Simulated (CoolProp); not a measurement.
Aqueous methanol as a coolant, at -15 °C, 1 atm.

The numbers come from the Melinder's fits for secondary coolants in CoolProp.

| mass % | freezing point (°C) | density (kg/m³) | Prandtl number | cp (kJ/(kg K)) | viscosity (mPa s) |
|---|---|---|---|---|---|
| 22.1 | (withheld) | 973.1 | 60.4 | (withheld) | 6.69 |
| 31 | -26.9 | 964.5 | 66.6 | 3.714 | 7.21 |
| 39.9 | -38.6 | 953.5 | 66.1 | 3.509 | 6.96 |
| 48.8 | -52.4 | 940.0 | 60.0 | 3.310 | 6.15 |
| 57.7 | -68.5 | 924.1 | 51.0 | (withheld) | 5.14 |

Question: Some entries are withheld; supply them.

Answer: 
- 22.1, freezing point (°C): -17.1
- 22.1, cp (kJ/(kg K)): 3.947
- 57.7, cp (kJ/(kg K)): 3.094
